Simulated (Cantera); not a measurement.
# Moist CO burnout

An isothermal, constant-pressure homogeneous reactor starts with CO : O₂ : H₂O : N₂ = 0.0024 : 0.016 : 0.0001 : 1 (molar parts), equivalence ratio 0.075, at 1075 K and 5.70 bar.

Computed with Cantera and GRI-Mech 3.0 (53 species, 325 reactions).

| t (s) | x CO | x O₂ | x H₂O | x N₂O | x H₂O₂ |
|---|---|---|---|---|---|
| 0.000800 | 0.00236 | 0.0157 | 9.82e-5 | 1.71e-12 | <1e-12 |
| 0.00239 | 0.00236 | 0.0157 | 9.82e-5 | 1.17e-11 | <1e-12 |
| 0.00711 | 0.00236 | 0.0157 | 9.82e-5 | 5.91e-11 | <1e-12 |
| 0.0212 | 0.00236 | 0.0157 | 9.82e-5 | 2.34e-10 | <1e-12 |
| 0.0632 | 0.00236 | 0.0157 | 9.82e-5 | 1.03e-9 | 9.69e-12 |
| 0.189 | 0.00235 | 0.0157 | 9.81e-5 | 8.52e-9 | 4.96e-10 |
| 0.562 | 0.00226 | 0.0157 | 9.80e-5 | 8.35e-8 | 3.26e-9 |
| 1.68 | 0.00198 | 0.0155 | 9.79e-5 | 3.19e-7 | 3.31e-9 |
| 5.00 | 0.00133 | 0.0152 | 9.80e-5 | 8.22e-7 | 2.72e-9 |
x: mole fraction; the columns are a selection and need not sum to one.

Equilibrium at this temperature and pressure: CO 5.37e-12, O₂ 0.0145, H₂O 9.83e-5, N₂O 4.07e-9, H₂O₂ <1e-12 (gas phase only).
